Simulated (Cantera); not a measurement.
Feed: 1 mol Si(CH3)4, 2.4 mol HCl, 3.5 mol H2, held at 2.50 mbar.

Method: chemical equilibrium by Gibbs-energy minimisation in Cantera with the NASA 1993 tables (ideal gas, pure condensed phases). Candidate condensed phases: C, C6H6, C7H8, C8H18, Si, SiC; 109 gas species. Gases not in the tables: Si2H6 and higher silanes. Rates play no part.

Which condensed phases are stable at each of these points (T (K)): 1300, 1400, 1500, 1600, 1700, 1800, 1900, 2000, 2100, 2200, 2300?


| T (K) | condensed phases | Si condensed (%) |
|---|---|---|
| 1300 | C(graphite) + SiC(s) | 99.4 |
| 1400 | C(graphite) + SiC(s) | 99.1 |
| 1500 | C(graphite) + SiC(s) | 98.6 |
| 1600 | C(graphite) + SiC(s) | 97.9 |
| 1700 | C(graphite) + SiC(s) | 96.9 |
| 1800 | C(graphite) + SiC(s) | 95.8 |
| 1900 | C(graphite) + SiC(s) | 94.2 |
| 2000 | C(graphite) + SiC(s) | 91.6 |
| 2100 | C(graphite) + SiC(s) | 84.9 |
| 2200 | C(graphite) + SiC(s) | 63.4 |
| 2300 | C(graphite) | 0.0 |

From 1300 K to 2200 K the condensed part is C(graphite) + SiC(s). At 2300 K the condensed part is C(graphite).
